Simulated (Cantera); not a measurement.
**Ignition delay**

Mixture: CH₄ : CO : O₂ : N₂ = 1 : 0.072 : 1.85 : 6.96 (molar parts), equivalence ratio 1.1, at 101000 Pa, adiabatic and at constant volume. Ignition delay is the time to a rise of 400 K.

Model: GRI-Mech 3.0 (53 species, 325 reactions), integrated in Cantera.

```csv
T0 (K),delay (ms)
1025,819
1100,227
1175,69.9
1250,23.6
1325,8.67
1400,3.45
1475,1.49
1550,0.706
1625,0.365
1700,0.204
```

* **apparent activation energy between 1550 and 1700 K**: 180 kJ/mol
